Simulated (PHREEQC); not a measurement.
Consider water at 20 °C with 160 mmol/kgw H2SO4, 0.83 mmol/kgw MnSO4 and 28 mmol/kgw Fe2(SO4)3. Closed to the air; pH follows from the charge balance.

Model: ion-association model, phreeqc.dat, run in PHREEQC.

Task: The ionic strength comes out as 0.297 mol/kgw. What activity coefficients do HSO4-, FeHSO4+2, Fe(SO4)2-, FeSO4+, FeOH+2 get?

Result: HSO4- 0.74, FeHSO4+2 0.29, Fe(SO4)2- 0.74, FeSO4+ 0.71, FeOH+2 0.26.

Precipitation was switched off in this run. The solution is supersaturated, for example in Hematite (slow to form), so a real one may precipitate; this is no full list.
